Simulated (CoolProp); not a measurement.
Vapour-liquid equilibrium of n-heptane (1) + o-xylene (2) at 8.42 bar; x and y are mole fractions of (1).

Model: multi-fluid Helmholtz-energy mixture model, Span 2003 and Zhou 2012; pair parameters Bell 2016, in CoolProp.

```tsv
x	bubble temperature (°C)	y at the bubble point	dew temperature at overall composition x (°C)	liquid density (mol/L)
0.05	242.0	0.109	244.8	6.124
0.15	…	0.288	240.0	6.035
0.25	225.7	…	235.1	5.935
0.35	219.3	0.540	229.9	5.827
0.45	213.8	0.634	224.4	5.713
0.55	208.9	0.715	…	5.598
0.65	204.5	0.787	212.8	5.481
0.75	…	0.853	206.8	5.364
0.85	…	0.914	200.6	…
0.95	193.0	0.972	194.4	5.136
```

What belongs in the gaps?


- 0.15, bubble temperature (°C): 233.1
- 0.25, y at the bubble point: 0.428
- 0.55, dew temperature at overall composition x (°C): 218.8
- 0.75, bubble temperature (°C): 200.4
- 0.85, bubble temperature (°C): 196.6
- 0.85, liquid density (mol/L): 5.249

No azeotrope shows between x = 0.05 and 0.95.

Pair parameters are fitted to limited data, so mixtures are less certain than the pure fluids.
